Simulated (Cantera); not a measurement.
Input (Python, Cantera):

```python
import numpy as np
import cantera as ct

gas = ct.Solution("gri30.yaml")
gas.TPX = 1050, 44000, {'C2H4': 1, 'H2': 27, 'H2O': 2.3}
reactor = ct.IdealGasConstPressureReactor(gas, energy="off", clone=False)
net = ct.ReactorNet([reactor])
net.rtol, net.atol = 1e-08, 1e-18
show = ['C2H4', 'H2', 'CH2', 'CH4', 'CH3', 'C2H', 'C2H6']
times = np.geomspace(0.0001, 20, 15)

steps = ct.SolutionArray(gas, extra=["t"])
rows = []
print(f"{'t/s':>10s}{'T/K':>9s}{'P/Pa':>11s}" + "".join(f"{s:>11s}" for s in show))
for t in times:
    while net.time < t:
        t_next = net.step()
        steps.append(gas.state, t=t_next)
    rows.append([np.interp(t, steps.t, y) for y in (steps.T, steps.P, *steps(*show).X.T)])
    print(f"{t:10.3e}{rows[-1][0]:9.1f}{rows[-1][1]:11.4g}" + "".join(f"{x:11.3e}" for x in rows[-1][2:]))
rate = np.gradient(steps.T, steps.t)
print("integrator steps:", len(steps.t))
if steps.T.max() > steps.T[0] + 200:
    print(f"time of steepest temperature rise: {steps.t[rate.argmax()]:.4e} s")
gas.TPX = 1050, 44000, {'C2H4': 1, 'H2': 27, 'H2O': 2.3}
gas.equilibrate("TP")
print(f"equilibrium (TP): T = {gas.T:.1f} K  " + "  ".join(f"{s} {gas[s].X[0]:.3e}" for s in show))
```

Result:

```
       t/s      T/K       P/Pa       C2H4         H2        CH2        CH4        CH3        C2H       C2H6
 1.000e-04   1050.0    4.4e+04  3.300e-02  8.911e-01  1.071e-21  4.673e-19  2.138e-19  5.594e-27  1.296e-12
 2.391e-04   1050.0    4.4e+04  3.300e-02  8.911e-01  2.550e-21  8.355e-18  1.464e-18  3.092e-26  7.674e-12
 5.719e-04   1050.0    4.4e+04  3.300e-02  8.911e-01  6.086e-21  1.241e-16  8.980e-18  1.732e-25  4.426e-11
 1.368e-03   1050.0    4.4e+04  3.300e-02  8.911e-01  1.454e-20  1.748e-15  5.287e-17  9.819e-25  2.540e-10
 3.270e-03   1050.0    4.4e+04  3.300e-02  8.911e-01  3.477e-20  2.489e-14  3.086e-16  5.647e-24  1.466e-09
 7.820e-03   1050.0    4.4e+04  3.300e-02  8.911e-01  8.328e-20  3.394e-13  1.769e-15  3.225e-23  8.366e-09
 1.870e-02   1050.0    4.4e+04  3.300e-02  8.911e-01  2.011e-19  4.619e-12  1.016e-14  1.865e-22  4.791e-08
 4.472e-02   1050.0    4.4e+04  3.300e-02  8.911e-01  5.075e-19  6.435e-11  6.010e-14  1.141e-21  2.813e-07
 1.069e-01   1050.0    4.4e+04  3.300e-02  8.911e-01  1.618e-18  9.903e-10  4.186e-13  9.067e-21  1.872e-06
 2.557e-01   1050.0    4.4e+04  3.298e-02  8.911e-01  1.336e-17  2.986e-08  8.208e-12  2.281e-19  2.340e-05
 6.116e-01   1050.0    4.4e+04  3.194e-02  8.910e-01  3.823e-16  1.408e-05  2.055e-09  7.123e-17  1.077e-03
 1.462e+00   1050.0    4.4e+04  2.542e-02  8.900e-01  2.863e-15  5.897e-04  1.918e-08  1.393e-15  7.420e-03
 3.497e+00   1050.0    4.4e+04  2.162e-02  8.881e-01  6.374e-15  3.464e-03  4.386e-08  3.285e-15  9.764e-03
 8.363e+00   1050.0    4.4e+04  1.936e-02  8.846e-01  1.135e-14  1.003e-02  8.414e-08  3.678e-15  8.778e-03
 2.000e+01   1050.0    4.4e+04  1.537e-02  8.781e-01  1.852e-14  2.210e-02  1.504e-07  2.811e-15  6.920e-03
integrator steps: 615
equilibrium (TP): T = 1050.0 K  C2H4 2.125e-08  H2 9.251e-01  CH2 5.963e-18  CH4 5.935e-03  CH3 1.353e-09  C2H 1.280e-22  C2H6 1.022e-08
```

Detailed kinetics in Cantera: GRI-Mech 3.0 (53 species, 325 reactions). GRI-Mech 3.0 was tuned for natural gas; its chemistry of ethylene as a main component is partial and can be far from experiment.
